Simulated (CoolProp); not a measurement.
Vapour-liquid equilibrium of benzene (1) + octamethylcyclotetrasiloxane (D4) (2) at 243.45 °C; x and y are mole fractions of (1).

Values from CoolProp's multi-fluid Helmholtz-energy mixture model, Thol 2012 and Thol 2015; pair parameters Bell 2016.

Problem. Give the bubble pressure and the first vapour's composition at x = 0.2, 0.35, 0.8. Is there an azeotrope?

Solution. x = 0.2: 0.7118 MPa, y = 0.446; x = 0.35: 0.9760 MPa, y = 0.639; x = 0.8: 2.052 MPa, y = 0.929. No azeotrope shows between x = 0.05 and 0.95.

Pair parameters are fitted to limited data, so mixtures are less certain than the pure fluids.
